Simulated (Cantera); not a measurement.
Cantera run:

```python
import numpy as np
import cantera as ct

gas_names = [...]  # 109 gases of nasa_gas.yaml made of C, Cl, H, Si
cond_names = """
    C(gr) C6H6(L) C7H8(L) C8H18(L),n-octa Si(cr) Si(L) SiC(b)
""".split()


# ... load() reads the species with a 1 bar reference pressure and builds the phases ...
atoms = {
    'CH3SiCl3': {'C': 1, 'H': 3, 'Si': 1, 'CL': 3},
    'C2H4': {'C': 2, 'H': 4},
    'H2': {'H': 2},
}
top_T = {'C(gr)': 4500, 'SiC(b)': 3050}  # K; cautious upper limits of use, not melting points


# ... equilibrate(T, P, feed) seeds the gas with the atoms and calls Mixture.equilibrate('TP', solver="vcs", rtol=1e-11, max_steps=5000) ...
results = []
feed = {'CH3SiCl3': 1, 'C2H4': 0.0062, 'H2': 58}  # mol
P = 1000  # Pa
for T in [2148, 2173, 2198, 2223, 2248, 2273, 2298, 2323, 2348, 2373, 2398, 2423, 2448]:
    mix = equilibrate(T, P, feed)
    results.append((T, P, feed, dict(zip(mix.species_names, mix.species_moles))))
    x = sorted(zip(gas.X, gas.species_names), reverse=True)
    print(f"T = {T:g} K  P = {P:g} Pa  gas = {mix.phase_moles(0):.4g} mol")
    print("   x: " + "  ".join(f"{s} {v:.3e}" for v, s in x if v > 0.0001))
    print("   condensed (mol): " + ("  ".join(f"{mix.phase(i).name} {mix.phase_moles(i):.4g}"
          for i in range(1, mix.n_phases) if mix.phase_moles(i) > 1e-12) or "none"))
```

It prints:

```
T = 2148 K  P = 1000 Pa  gas = 62.46 mol
   x: H2 9.086e-01  HCL 4.551e-02  H 3.973e-02  Si 2.150e-03  C2H2,acetylene 1.515e-03  CL 1.456e-03  SiCL2 4.534e-04  SiCL 1.570e-04  SiC2 1.469e-04  Si2C 1.051e-04  SiH 1.006e-04
   condensed (mol): SiC(b) 0.7973
T = 2173 K  P = 1000 Pa  gas = 62.72 mol
   x: H2 9.015e-01  H 4.582e-02  HCL 4.507e-02  Si 2.870e-03  C2H2,acetylene 1.884e-03  CL 1.672e-03  SiCL2 4.533e-04  SiC2 2.354e-04  SiCL 1.879e-04  Si2C 1.533e-04  SiH 1.272e-04
   condensed (mol): SiC(b) 0.7357
T = 2198 K  P = 1000 Pa  gas = 63.02 mol
   x: H2 8.933e-01  H 5.263e-02  HCL 4.455e-02  Si 3.857e-03  C2H2,acetylene 2.264e-03  CL 1.910e-03  SiCL2 4.581e-04  SiC2 3.679e-04  SiCL 2.266e-04  Si2C 2.247e-04  SiH 1.620e-04
   condensed (mol): C(gr) 0.01537  SiC(b) 0.6494
T = 2223 K  P = 1000 Pa  gas = 63.4 mol
   x: H2 8.839e-01  H 6.023e-02  HCL 4.392e-02  Si 5.288e-03  C2H2,acetylene 2.565e-03  CL 2.172e-03  SiC2 5.541e-04  SiCL2 4.734e-04  Si2C 3.354e-04  SiCL 2.790e-04  SiH 2.105e-04
   condensed (mol): C(gr) 0.07087  SiC(b) 0.5225
T = 2248 K  P = 1000 Pa  gas = 63.85 mol
   x: H2 8.731e-01  H 6.865e-02  HCL 4.321e-02  Si 7.199e-03  C2H2,acetylene 2.892e-03  CL 2.459e-03  SiC2 8.268e-04  Si2C 4.959e-04  SiCL2 4.875e-04  SiCL 3.413e-04  SiH 2.717e-04
   condensed (mol): C(gr) 0.1536  SiC(b) 0.3493
T = 2273 K  P = 1000 Pa  gas = 64.39 mol
   x: H2 8.606e-01  H 7.793e-02  HCL 4.240e-02  Si 9.733e-03  C2H2,acetylene 3.245e-03  CL 2.773e-03  SiC2 1.223e-03  Si2C 7.267e-04  SiCL2 4.998e-04  SiCL 4.149e-04  SiH 3.482e-04
   condensed (mol): C(gr) 0.2731  SiC(b) 0.1133
T = 2298 K  P = 1000 Pa  gas = 64.87 mol
   x: H2 8.485e-01  H 8.823e-02  HCL 4.181e-02  Si 1.105e-02  C2H2,acetylene 3.630e-03  CL 3.131e-03  SiC2 1.515e-03  Si2C 7.546e-04  SiCL2 4.368e-04  SiCL 4.264e-04  SiH 3.752e-04
   condensed (mol): C(gr) 0.2908
T = 2323 K  P = 1000 Pa  gas = 65.29 mol
   x: H2 8.368e-01  H 9.961e-02  HCL 4.133e-02  Si 1.120e-02  C2H2,acetylene 4.051e-03  CL 3.535e-03  SiC2 1.673e-03  Si2C 6.273e-04  SiCL 3.929e-04  SiH 3.613e-04  SiCL2 3.442e-04
   condensed (mol): C(gr) 0.2173
T = 2348 K  P = 1000 Pa  gas = 65.75 mol
   x: H2 8.240e-01  H 1.121e-01  HCL 4.075e-02  Si 1.129e-02  C2H2,acetylene 4.503e-03  CL 3.973e-03  SiC2 1.832e-03  Si2C 5.177e-04  SiCL 3.600e-04  SiH 3.460e-04  SiCL2 2.701e-04
   condensed (mol): C(gr) 0.1365
T = 2373 K  P = 1000 Pa  gas = 66.26 mol
   x: H2 8.101e-01  H 1.257e-01  HCL 4.008e-02  Si 1.131e-02  C2H2,acetylene 4.983e-03  CL 4.446e-03  SiC2 1.993e-03  Si2C 4.246e-04  SiH 3.296e-04  SiCL 3.281e-04  SiCL2 2.111e-04
   condensed (mol): C(gr) 0.04821
T = 2398 K  P = 1000 Pa  gas = 66.82 mol
   x: H2 7.953e-01  H 1.405e-01  HCL 3.931e-02  Si 1.137e-02  C2H2,acetylene 5.231e-03  CL 4.954e-03  SiC2 2.066e-03  Si2C 3.432e-04  SiH 3.149e-04  SiCL 2.999e-04  SiCL2 1.656e-04
   condensed (mol): none
T = 2423 K  P = 1000 Pa  gas = 67.43 mol
   x: H2 7.796e-01  H 1.566e-01  HCL 3.846e-02  Si 1.148e-02  CL 5.496e-03  C2H2,acetylene 5.204e-03  SiC2 2.042e-03  SiH 3.021e-04  SiCL 2.751e-04  Si2C 2.739e-04  SiCL2 1.306e-04
   condensed (mol): none
T = 2448 K  P = 1000 Pa  gas = 68.1 mol
   x: H2 7.628e-01  H 1.739e-01  HCL 3.752e-02  Si 1.154e-02  CL 6.072e-03  C2H2,acetylene 5.168e-03  SiC2 2.013e-03  SiH 2.888e-04  SiCL 2.515e-04  Si2C 2.181e-04  SiCL2 1.027e-04
   condensed (mol): none
```

Equilibrium computed with Cantera from the NASA thermochemical tables; the gas is ideal and each condensed phase is pure. The feed counts by its element totals alone. The tables' values for SiCl are old estimates; treat these amounts as uncertain. Gases not in the tables: Si2H6 and higher silanes.
